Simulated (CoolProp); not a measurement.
Properties of sulfur dioxide along the isobar 9040 kPa (Tc = 430.6 K, pc = 7887 kPa, ω = 0.256).

Model: reference Helmholtz-energy equation of state, Gao 2016, in CoolProp.

| T (K) | phase | Z | speed of sound (m/s) | Joule-Thomson coefficient (K/MPa) | expansivity (1/kK) | fugacity coefficient |
|---|---|---|---|---|---|---|
| 324.5 | liquid | 0.1636 | 819.6 | -0.1555 | 2.201 | 0.1004 |
| 338.8 | liquid | 0.1619 | 759.3 | -0.09986 | 2.416 | 0.1410 |
| 353.1 | liquid | 0.1612 | 696.9 | -0.02533 | 2.703 | 0.1907 |
| 367.4 | liquid | 0.1614 | 631.7 | 0.07749 | 3.100 | 0.2494 |
| 381.8 | liquid | 0.1631 | 562.3 | 0.2267 | 3.688 | 0.3170 |
| 396.1 | liquid | 0.1667 | 488.2 | 0.4553 | 4.629 | 0.3915 |
| 410.4 | liquid | 0.1738 | 406.5 | 0.8503 | 6.425 | 0.4716 |
| 424.7 | liquid | 0.1895 | 310.3 | 1.727 | 11.54 | 0.5543 |
| 439.1 | supercritical | 0.2994 | 181.1 | 6.642 | 107.8 | 0.6329 |
| 453.4 | supercritical | 0.5323 | 203.5 | 9.241 | 17.84 | 0.6817 |
| 467.7 | supercritical | 0.6225 | 219.7 | 8.887 | 10.07 | 0.7179 |
| 482 | supercritical | 0.6821 | 232.2 | 8.347 | 7.275 | 0.7481 |
| 496.4 | supercritical | 0.7270 | 242.6 | 7.799 | 5.797 | 0.7742 |
| 510.7 | supercritical | 0.7624 | 251.6 | 7.286 | 4.882 | 0.7969 |
| 525 | supercritical | 0.7914 | 259.7 | 6.814 | 4.251 | 0.8169 |
